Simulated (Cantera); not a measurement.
## Thermodynamics of silicon nitride deposition, feed SiH4 + NH3 + N2

Feed: 1 mol SiH4, 15 mol NH3, 0.7 mol N2, held at 15.0 mbar.

Method: chemical equilibrium by Gibbs-energy minimisation in Cantera with the NASA 1993 tables (ideal gas, pure condensed phases). Candidate condensed phases: Si, Si3N4; 18 gas species. The tables' values for SiN are old estimates; treat these amounts as uncertain. Gases not in the tables: Si2H6 and higher silanes. The numbers say what is thermodynamically allowed, not how fast it happens.

```json
[
 {"T (K)": "1523", "x H2": "0.765", "x N2": "0.235", "x H": "0.000165", "x Si": "9.14e-8", "x SiH": "2.86e-8", "x Si2N": "7.44e-10", "x Si2": "1.05e-11", "x SiH2": "1.17e-7", "n Si3N4(s)": "0.333", "n Si(l)": "0"},
 {"T (K)": "1623", "x H2": "0.764", "x N2": "0.235", "x H": "0.000493", "x Si": "2.61e-6", "x SiH": "5.61e-7", "x Si2N": "5.28e-8", "x Si2": "1.88e-9", "x SiH2": "1.24e-6", "n Si3N4(s)": "0.333", "n Si(l)": "0"},
 {"T (K)": "1723", "x H2": "0.764", "x N2": "0.235", "x H": "0.00130", "x Si": "5.02e-5", "x SiH": "7.73e-6", "x Si2N": "2.26e-6", "x Si2": "1.82e-7", "x SiH2": "9.94e-6", "n Si3N4(s)": "0.333", "n Si(l)": "0"},
 {"T (K)": "1823", "x H2": "0.746", "x N2": "0.250", "x H": "0.00306", "x Si": "0.000295", "x SiH": "3.33e-5", "x Si2N": "1.17e-5", "x Si2": "1.91e-6", "x SiH2": "2.62e-5", "n Si3N4(s)": "0", "n Si(l)": "0.987"},
 {"T (K)": "1923", "x H2": "0.742", "x N2": "0.250", "x H": "0.00663", "x Si": "0.00113", "x SiH": "9.77e-5", "x Si2N": "3.08e-5", "x Si2": "9.66e-6", "x SiH2": "5.00e-5", "n Si3N4(s)": "0", "n Si(l)": "0.954"},
 {"T (K)": "2023", "x H2": "0.734", "x N2": "0.248", "x H": "0.0133", "x Si": "0.00379", "x SiH": "0.000256", "x Si2N": "7.33e-5", "x Si2": "4.15e-5", "x SiH2": "8.87e-5", "n Si3N4(s)": "0", "n Si(l)": "0.853"},
 {"T (K)": "2123", "x H2": "0.718", "x N2": "0.245", "x H": "0.0248", "x Si": "0.0113", "x SiH": "0.000608", "x Si2N": "0.000160", "x Si2": "0.000155", "x SiH2": "0.000147", "n Si3N4(s)": "0", "n Si(l)": "0.566"}
]
```
x: gas mole fraction; n: condensed amount in mol.

From 1523 K to 1723 K the condensed part is Si3N4(s). From 1823 K to 2123 K the condensed part is Si(l). The main Si-bearing gas is SiH2 at 1523 K and Si at 2123 K.
